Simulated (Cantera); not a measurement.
Cantera run:

```python
import numpy as np
import cantera as ct

gas_names = """
    CL CL2 H HCL H2 Si SiCL SiCL2 SiCL3 SiCL4 SiH SiHCL3 SiH2 SiH2CL2 SiH3 SiH3CL SiH4 Si2 Si3
""".split()
cond_names = """
    Si(cr) Si(L)
""".split()


# ... load() reads the species with a 1 bar reference pressure and builds the phases ...
atoms = {
    'SiH2Cl2': {'Si': 1, 'H': 2, 'CL': 2},
    'H2': {'H': 2},
}
top_T = {}  # K; cautious upper limits of use, not melting points


# ... equilibrate(T, P, feed) seeds the gas with the atoms and calls Mixture.equilibrate('TP', solver="vcs", rtol=1e-11, max_steps=5000) ...
results = []
T = 1075  # K
P = 1333.22  # Pa
for m in [59, 73, 90, 110, 140, 170, 210, 250, 310, 390, 470, 580, 720]:
    feed = {'SiH2Cl2': 1, 'H2': m}  # mol
    mix = equilibrate(T, P, feed)
    results.append((T, P, feed, dict(zip(mix.species_names, mix.species_moles))))
    x = sorted(zip(gas.X, gas.species_names), reverse=True)
    print(f"T = {T:g} K  P = {P:g} Pa  n(H2) = {m:g} mol  gas = {mix.phase_moles(0):.4g} mol")
    print("   x: " + "  ".join(f"{s} {v:.3e}" for v, s in x if v > 1e-06))
    print("   condensed (mol): " + ("  ".join(f"{mix.phase(i).name} {mix.phase_moles(i):.4g}"
          for i in range(1, mix.n_phases) if mix.phase_moles(i) > 1e-12) or "none"))
```

Output:

```
T = 1075 K  P = 1333.22 Pa  n(H2) = 59 mol  gas = 60.85 mol
   x: H2 9.746e-01  HCL 2.191e-02  SiCL4 1.422e-03  SiCL2 9.619e-04  SiHCL3 7.863e-04  SiCL3 2.940e-04  SiH2CL2 5.083e-05
   condensed (mol): Si(cr) 0.786
T = 1075 K  P = 1333.22 Pa  n(H2) = 73 mol  gas = 74.88 mol
   x: H2 9.782e-01  HCL 1.941e-02  SiCL4 8.690e-04  SiCL2 7.518e-04  SiHCL3 5.443e-04  SiCL3 2.032e-04  SiH2CL2 3.988e-05
   condensed (mol): Si(cr) 0.8196
T = 1075 K  P = 1333.22 Pa  n(H2) = 90 mol  gas = 91.91 mol
   x: H2 9.814e-01  HCL 1.701e-02  SiCL2 5.756e-04  SiCL4 5.093e-04  SiHCL3 3.652e-04  SiCL3 1.361e-04  SiH2CL2 3.063e-05
   condensed (mol): Si(cr) 0.8513
T = 1075 K  P = 1333.22 Pa  n(H2) = 110 mol  gas = 111.9 mol
   x: H2 9.841e-01  HCL 1.480e-02  SiCL2 4.347e-04  SiCL4 2.906e-04  SiHCL3 2.401e-04  SiCL3 8.933e-05  SiH2CL2 2.320e-05
   condensed (mol): Si(cr) 0.8793
T = 1075 K  P = 1333.22 Pa  n(H2) = 140 mol  gas = 142 mol
   x: H2 9.870e-01  HCL 1.233e-02  SiCL2 3.008e-04  SiCL4 1.391e-04  SiHCL3 1.384e-04  SiCL3 5.140e-05  SiH2CL2 1.610e-05
   condensed (mol): Si(cr) 0.9083
T = 1075 K  P = 1333.22 Pa  n(H2) = 170 mol  gas = 172 mol
   x: H2 9.891e-01  HCL 1.052e-02  SiCL2 2.186e-04  SiHCL3 8.582e-05  SiCL4 7.348e-05  SiCL3 3.185e-05  SiH2CL2 1.172e-05
   condensed (mol): Si(cr) 0.9274
T = 1075 K  P = 1333.22 Pa  n(H2) = 210 mol  gas = 212 mol
   x: H2 9.910e-01  HCL 8.770e-03  SiCL2 1.516e-04  SiHCL3 4.960e-05  SiCL4 3.532e-05  SiCL3 1.839e-05  SiH2CL2 8.144e-06
   condensed (mol): Si(cr) 0.9442
T = 1075 K  P = 1333.22 Pa  n(H2) = 250 mol  gas = 252 mol
   x: H2 9.923e-01  HCL 7.501e-03  SiCL2 1.107e-04  SiHCL3 3.098e-05  SiCL4 1.885e-05  SiCL3 1.148e-05  SiH2CL2 5.957e-06
   condensed (mol): Si(cr) 0.9551
T = 1075 K  P = 1333.22 Pa  n(H2) = 310 mol  gas = 312 mol
   x: H2 9.937e-01  HCL 6.150e-03  SiCL2 7.432e-05  SiHCL3 1.705e-05  SiCL4 8.492e-06  SiCL3 6.314e-06  SiH2CL2 4.005e-06
   condensed (mol): Si(cr) 0.9655
T = 1075 K  P = 1333.22 Pa  n(H2) = 390 mol  gas = 392 mol
   x: H2 9.950e-01  HCL 4.950e-03  SiCL2 4.809e-05  SiHCL3 8.881e-06  SiCL4 3.556e-06  SiCL3 3.286e-06  SiH2CL2 2.595e-06
   condensed (mol): Si(cr) 0.9739
T = 1075 K  P = 1333.22 Pa  n(H2) = 470 mol  gas = 472 mol
   x: H2 9.958e-01  HCL 4.138e-03  SiCL2 3.358e-05  SiHCL3 5.185e-06  SiCL3 1.918e-06  SiH2CL2 1.813e-06  SiCL4 1.734e-06
   condensed (mol): Si(cr) 0.979
T = 1075 K  P = 1333.22 Pa  n(H2) = 580 mol  gas = 582 mol
   x: H2 9.966e-01  HCL 3.375e-03  SiCL2 2.232e-05  SiHCL3 2.810e-06  SiH2CL2 1.206e-06  SiCL3 1.039e-06
   condensed (mol): Si(cr) 0.9835
T = 1075 K  P = 1333.22 Pa  n(H2) = 720 mol  gas = 722 mol
   x: H2 9.973e-01  HCL 2.732e-03  SiCL2 1.461e-05  SiHCL3 1.489e-06
   condensed (mol): Si(cr) 0.9871
```

Equilibrium computed with Cantera from the NASA thermochemical tables; the gas is ideal and each condensed phase is pure. The tables' values for SiCl3 are old estimates; treat these amounts as uncertain.
